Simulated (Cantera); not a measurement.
An adiabatic, constant-pressure homogeneous reactor starts with CH₄ : C₂H₆ : O₂ : N₂ : CO₂ = 1 : 0.1 : 1.57 : 5.89 : 0.49 (molar parts), equivalence ratio 1.5, at 1475 K and 1000000 Pa. Integrator tolerance rtol = 1e-08.

Model: GRI-Mech 3.0 (53 species, 325 reactions), integrated in Cantera.

Task: What does this change do: pressure from 1000000 Pa to 340000 Pa?

Result: 
```
quantity                                                              before                                      after
---------------------------------  -----------------------------------------  -----------------------------------------
time of steepest temperature rise                                    90.6 µs                                   0.202 ms
temperature at 6.00 s                                                 2719 K                                     2684 K
equilibrium temperature                                               2719 K                                     2684 K
x(CH₄) at 6.00 s                   9.91e-12 (gas-phase equilibrium 1.13e-11)  1.34e-12 (gas-phase equilibrium 1.55e-12)
x(C₂H₆) at 6.00 s                      <1e-12 (gas-phase equilibrium <1e-12)      <1e-12 (gas-phase equilibrium <1e-12)
x(O₂) at 6.00 s                    0.000340 (gas-phase equilibrium 0.000340)  0.000705 (gas-phase equilibrium 0.000705)
x(H) at 6.00 s                       0.00429 (gas-phase equilibrium 0.00429)    0.00647 (gas-phase equilibrium 0.00647)
x(CO₂) at 6.00 s                       0.0598 (gas-phase equilibrium 0.0598)      0.0591 (gas-phase equilibrium 0.0591)
x(NO) at 6.00 s                      0.00115 (gas-phase equilibrium 0.00115)    0.00156 (gas-phase equilibrium 0.00156)
x(CH₂O) at 6.00 s                    2.16e-8 (gas-phase equilibrium 2.16e-8)    7.42e-9 (gas-phase equilibrium 7.42e-9)
```

Task: What does this change do: pressure from 1000000 Pa to 500000 Pa?

Result: 
```json
[
 {"quantity": "time of steepest temperature rise", "before": "90.6 µs", "after": "0.153 ms"},
 {"quantity": "temperature at 6.00 s", "before": "2719 K", "after": "2698 K"},
 {"quantity": "equilibrium temperature", "before": "2719 K", "after": "2698 K"},
 {"quantity": "x(CH₄) at 6.00 s", "before": "9.91e-12 (gas-phase equilibrium 1.13e-11)", "after": "2.72e-12 (gas-phase equilibrium 3.14e-12)"},
 {"quantity": "x(C₂H₆) at 6.00 s", "before": "<1e-12 (gas-phase equilibrium <1e-12)", "after": "<1e-12 (gas-phase equilibrium <1e-12)"},
 {"quantity": "x(O₂) at 6.00 s", "before": "0.000340 (gas-phase equilibrium 0.000340)", "after": "0.000551 (gas-phase equilibrium 0.000551)"},
 {"quantity": "x(H) at 6.00 s", "before": "0.00429 (gas-phase equilibrium 0.00429)", "after": "0.00562 (gas-phase equilibrium 0.00562)"},
 {"quantity": "x(CO₂) at 6.00 s", "before": "0.0598 (gas-phase equilibrium 0.0598)", "after": "0.0594 (gas-phase equilibrium 0.0594)"},
 {"quantity": "x(NO) at 6.00 s", "before": "0.00115 (gas-phase equilibrium 0.00115)", "after": "0.00141 (gas-phase equilibrium 0.00141)"},
 {"quantity": "x(CH₂O) at 6.00 s", "before": "2.16e-8 (gas-phase equilibrium 2.16e-8)", "after": "1.09e-8 (gas-phase equilibrium 1.09e-8)"}
]
```
